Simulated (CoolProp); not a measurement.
A simple Rankine cycle with water: condensing at 302.15 K, boiler at 5.12 MPa, turbine inlet 540.6 K, turbine efficiency 0.75, pump efficiency 0.7, no recuperator. Each further row changes one setting.

Computed with CoolProp (reference Helmholtz-energy equation of state, Wagner 2002).

```json
[
 {"case": "as stated", "thermal efficiency (%)": "27.8", "net work (kJ/kg)": "744", "heat in (kJ/kg)": "2670", "turbine exit temperature (K)": "302.1", "volume ratio over the turbine": "709"},
 {"case": "turbine inlet 560.6 K", "thermal efficiency (%)": "28.0", "net work (kJ/kg)": "770", "heat in (kJ/kg)": "2750", "turbine exit temperature (K)": "302.1", "volume ratio over the turbine": "670"},
 {"case": "condensing temperature 294.15 K", "thermal efficiency (%)": "28.7", "net work (kJ/kg)": "778", "heat in (kJ/kg)": "2710", "turbine exit temperature (K)": "294.1", "volume ratio over the turbine": "1100"},
 {"case": "boiler pressure 3.58 MPa", "thermal efficiency (%)": "26.9", "net work (kJ/kg)": "741", "heat in (kJ/kg)": "2760", "turbine exit temperature (K)": "302.1", "volume ratio over the turbine": "473"},
 {"case": "turbine efficiency 0.65", "thermal efficiency (%)": "24.1", "net work (kJ/kg)": "644", "heat in (kJ/kg)": "2670", "turbine exit temperature (K)": "302.1", "volume ratio over the turbine": "746"}
]
```

The expansion ends wet for: as stated; turbine inlet 560.6 K; condensing temperature 294.15 K; boiler pressure 3.58 MPa; turbine efficiency 0.65.
